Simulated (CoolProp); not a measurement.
Vapour-liquid equilibrium of n-octane (1) + o-xylene (2) at 384.8 K; x and y are mole fractions of (1).

The numbers come from the multi-fluid Helmholtz-energy mixture model, Beckmüller 2019 and Zhou 2012; pair parameters Bell 2016 in CoolProp.

| x | bubble pressure (kPa) | y at the bubble point | dew pressure at overall composition x (kPa) | liquid density (mol/L) |
|---|---|---|---|---|
| 0.05 | 40.78 | 0.089 | 40.00 | 7.409 |
| 0.2 | 45.69 | 0.310 | 43.13 | 7.040 |
| 0.35 | 50.23 | 0.484 | 46.67 | 6.698 |
| 0.5 | 54.49 | 0.629 | 50.67 | 6.380 |
| 0.65 | 58.55 | 0.753 | 55.16 | 6.083 |
| 0.8 | 62.47 | 0.865 | 60.15 | 5.807 |
| 0.95 | 66.29 | 0.967 | 65.62 | 5.548 |

No azeotrope shows between x = 0.05 and 0.95.

The pair parameters rest on a limited set of measurements; away from them the model extrapolates.
